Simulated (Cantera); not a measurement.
Input (Python, Cantera) and output of one run.

```python
import numpy as np
import cantera as ct

gas_names = """
    C CN CO CO2 C2 CCN CNC C2N2 C2O C3 C3O2 C4 C4N2 C5 N NCO NO NO2 NO3 N2 N2O O O2 O3 Si SiC SiC2 SiN
    SiO SiO2 Si2 Si2C Si2N Si3
""".split()
cond_names = """
    C(gr) Si(cr) Si(L) SiC(b) SiO2(Lqz) SiO2(hqz) SiO2(L) Si2N2O(s) Si3N4(a)
""".split()


# ... load() reads the species with a 1 bar reference pressure and builds the phases ...
atoms = {
    'Si3N4': {'Si': 3, 'N': 4},
    'CO2': {'C': 1, 'O': 2},
    'N2': {'N': 2},
}
top_T = {'C(gr)': 4500, 'SiC(b)': 3050, 'Si2N2O(s)': 2100, 'Si3N4(a)': 2400}  # K; cautious upper limits of use, not melting points


# ... equilibrate(T, P, feed) seeds the gas with the atoms and calls Mixture.equilibrate('TP', solver="vcs", rtol=1e-11, max_steps=5000) ...
results = []
feed = {'Si3N4': 1, 'CO2': 1.4, 'N2': 280}  # mol
T = 1198.15  # K
P = 1400  # Pa
mix = equilibrate(T, P, feed)
results.append((T, P, feed, dict(zip(mix.species_names, mix.species_moles))))
x = sorted(zip(gas.X, gas.species_names), reverse=True)
print(f"T = {T:g} K  P = {P:g} Pa  gas = {mix.phase_moles(0):.4g} mol")
print("   x: " + "  ".join(f"{s} {v:.3e}" for v, s in x if v > 1e-05))
print("   condensed (mol): " + ("  ".join(f"{mix.phase(i).name} {mix.phase_moles(i):.4g}"
      for i in range(1, mix.n_phases) if mix.phase_moles(i) > 1e-12) or "none"))
```

It prints:

```
T = 1198.15 K  P = 1400 Pa  gas = 281.8 mol
   x: N2 9.954e-01  CO 4.613e-03
   condensed (mol): C(gr) 0.1  Si2N2O(s) 1.5
```

Cantera equilibrium calculation (NASA polynomials, part measured and part estimated; ideal gas, pure solids and liquids).
